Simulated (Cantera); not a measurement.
Feed: 1 mol CuO, 0.3 mol H2, 0.88 mol N2, held at 1330 Pa.

Equilibrium computed with Cantera from the NASA thermochemical tables; the gas is ideal and each condensed phase is pure. Candidate condensed phases: Cu, CuO, Cu(OH)2, Cu2O, H2O; 27 gas species. Kinetics and transport are ignored.

x: gas mole fraction; n: condensed amount in mol.

```tsv
T (°C)	x N2	x H2O	x O2	x Cu	n Cu2O(s)	n Cu2O(l)
952	0.687	0.234	0.0781	[?]	0.500	0
1002	0.687	0.234	0.0780	[?]	0.500	0
1052	0.687	0.234	0.0780	[?]	0.500	0
1102	0.687	0.234	0.0779	[?]	0.500	0
1152	0.687	0.234	0.0779	[?]	0.500	0
1202	0.687	0.234	0.0778	[?]	0.500	0
1252	0.687	0.234	0.0777	[?]	0	0.500
1302	0.686	0.234	0.0777	[?]	0	0.499
1352	0.684	0.233	0.0779	[?]	0	0.498
1402	0.679	0.231	0.0783	[?]	0	0.495
```

Task: Some entries are withheld; supply them.

Result: 
- 952, x Cu: 2.04e-7
- 1002, x Cu: 1.01e-6
- 1052, x Cu: 4.39e-6
- 1102, x Cu: 1.71e-5
- 1152, x Cu: 6.07e-5
- 1202, x Cu: 0.000197
- 1252, x Cu: 0.000581
- 1302, x Cu: 0.00149
- 1352, x Cu: 0.00360
- 1402, x Cu: 0.00823
